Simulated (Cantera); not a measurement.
An adiabatic, constant-volume homogeneous reactor starts with CH4 : O2 : N2 = 1 : 1.33 : 6.67 (molar parts), equivalence ratio 1.5, at 1075 K and 520000 Pa. Integrator tolerance rtol = 1e-08.

Cantera simulation using GRI-Mech 3.0 (53 species, 325 reactions); the numbers are that mechanism's predictions, not measurements.

Task: What does this change do: CH4 1 to 0.32 parts?

Result: 
```json
[
 {"quantity": "time of steepest temperature rise", "before": "82.1 ms", "after": "48.5 ms"},
 {"quantity": "temperature at 2.00 s", "before": "2601 K", "after": "2118 K"},
 {"quantity": "equilibrium temperature", "before": "2601 K", "after": "2118 K"},
 {"quantity": "x(CH4) at 2.00 s", "before": "5.02e-11 (gas-phase equilibrium 5.65e-11)", "after": "<1e-12 (gas-phase equilibrium <1e-12)"},
 {"quantity": "x(O2) at 2.00 s", "before": "3.57e-5 (gas-phase equilibrium 3.57e-5)", "after": "0.0793 (gas-phase equilibrium 0.0793)"},
 {"quantity": "x(CH2CO) at 2.00 s", "before": "<1e-12 (gas-phase equilibrium <1e-12)", "after": "<1e-12 (gas-phase equilibrium <1e-12)"},
 {"quantity": "x(NO) at 2.00 s", "before": "0.000333 (gas-phase equilibrium 0.000333)", "after": "0.00647 (gas-phase equilibrium 0.00647)"},
 {"quantity": "x(CO2) at 2.00 s", "before": "0.0271 (gas-phase equilibrium 0.0271)", "after": "0.0383 (gas-phase equilibrium 0.0383)"},
 {"quantity": "x(CO) at 2.00 s", "before": "0.0761 (gas-phase equilibrium 0.0761)", "after": "0.000143 (gas-phase equilibrium 0.000143)"},
 {"quantity": "x(H2) at 2.00 s", "before": "0.0620 (gas-phase equilibrium 0.0620)", "after": "5.71e-5 (gas-phase equilibrium 5.71e-5)"}
]
```

Task: What does this change do: initial temperature 1075 to 1148 K?

Result: 
```
quantity                                                              before                                      after
---------------------------------  -----------------------------------------  -----------------------------------------
time of steepest temperature rise                                    82.1 ms                                    29.4 ms
temperature at 2.00 s                                                 2601 K                                     2654 K
equilibrium temperature                                               2601 K                                     2654 K
x(CH4) at 2.00 s                   5.02e-11 (gas-phase equilibrium 5.65e-11)  3.73e-11 (gas-phase equilibrium 4.21e-11)
x(O2) at 2.00 s                      3.57e-5 (gas-phase equilibrium 3.57e-5)    6.00e-5 (gas-phase equilibrium 6.00e-5)
x(CH2CO) at 2.00 s                     <1e-12 (gas-phase equilibrium <1e-12)      <1e-12 (gas-phase equilibrium <1e-12)
x(NO) at 2.00 s                    0.000333 (gas-phase equilibrium 0.000333)  0.000470 (gas-phase equilibrium 0.000470)
x(CO2) at 2.00 s                       0.0271 (gas-phase equilibrium 0.0271)      0.0267 (gas-phase equilibrium 0.0267)
x(CO) at 2.00 s                        0.0761 (gas-phase equilibrium 0.0761)      0.0764 (gas-phase equilibrium 0.0764)
x(H2) at 2.00 s                        0.0620 (gas-phase equilibrium 0.0620)      0.0616 (gas-phase equilibrium 0.0616)
```
